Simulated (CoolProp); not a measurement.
Vapour-liquid equilibrium of R141b (1) + n-pentane (2) at 692 kPa; x and y are mole fractions of (1).

Values from CoolProp's multi-fluid Helmholtz-energy mixture model, Lemmon 2006 and Thol 2019; pair parameters Bell 2016.

**Question.** Give the bubble temperature and the first vapour's composition at x = 0.05, 0.35, 0.5. Is there an azeotrope?

**Answer.** x = 0.05: 378.9 K, y = 0.070; x = 0.35: 374.4 K, y = 0.391; x = 0.5: 373.4 K, y = 0.523. y crosses x between x = 0.65 and 0.8: the model has an azeotrope there.

The pair parameters rest on a limited set of measurements; away from them the model extrapolates.
